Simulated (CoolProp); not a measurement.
The fluid at 298.15 K and 0.157 MPa expands adiabatically to 0.0142 MPa with isentropic efficiency 0.8. The same conditions are run with several fluids, on thermodynamics alone (safety and materials aside).

Computed with CoolProp (reference Helmholtz-energy equation of state of each fluid (isobutane: Bücker 2006; R143a: Lemmon and Jacobsen 2000; c-C4F8 (RC318): Platzer 1990; sulfur hexafluoride: Guder 2009; C2F6 (R116): Lemmon 2006)). The equations of Platzer and Polt are older, rougher fits.

```csv
fluid,work (kJ/kg),final temperature (K),final density (kg/m³)
isobutane,71.8,248.6,0.402
R143a,48.8,239.3,0.603
c-C4F8 (RC318),21.8,267.1,1.29
sulfur hexafluoride,29.0,250.2,1.000
C2F6 (R116),31.1,254.7,0.928
```
